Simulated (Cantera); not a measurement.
Input: 1 mol SiF4, 94 mol N2, held at 1750 K and 1.33 mbar.

These are equilibrium values from Cantera (NASA tables, ideal gas, pure condensed phases), not measurements of a reactor. Candidate condensed phases: Si, Si3N4; 16 gas species. The tables' values for SiF3 are old estimates; treat these amounts as uncertain. Kinetics and transport are ignored.

**Question.** What is the equilibrium state?

**Answer.** 
| Item | Value |
|---|---|
| x(N2) | 0.989 |
| x(SiF4) | 0.0105 |
| x(F) | 3.63e-5 |
| x(SiF3) | 3.62e-5 |
| gas amount | 95.00 mol |
| log10 activity of Si(l) (absent) | -12.82 |
